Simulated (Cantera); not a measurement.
Mixture: CH₄ : O₂ : N₂ : H₂O = 1 : 2.47 : 9.28 : 1.4 (molar parts), equivalence ratio 0.81, at 10.0 bar, adiabatic and at constant volume. Ignition delay is the time to a rise of 400 K.

Detailed kinetics in Cantera: GRI-Mech 3.0 (53 species, 325 reactions).

Problem. What does this change do: constant pressure in place of constant volume?

Solution. 
```csv
quantity,before,after
delay at 1125 K,11.3 ms,11.6 ms
delay at 1325 K,1.07 ms,1.13 ms
delay at 1525 K,0.152 ms,0.162 ms
delay at 1725 K,27.1 µs,29.1 µs
delay at 1925 K,6.70 µs,7.25 µs
apparent activation energy between 1825 and 2025 K,190 kJ/mol,190 kJ/mol
```

Problem. What does this change do: pressure from 10.0 bar to 2.80 bar?

Solution. 
| quantity | before | after |
|---|---|---|
| delay at 1125 K | 11.3 ms | 47.8 ms |
| delay at 1325 K | 1.07 ms | 3.86 ms |
| delay at 1525 K | 0.152 ms | 0.443 ms |
| delay at 1725 K | 27.1 µs | 74.7 µs |
| delay at 1925 K | 6.70 µs | 19.6 µs |
| apparent activation energy between 1825 and 2025 K | 190 kJ/mol | 180 kJ/mol |
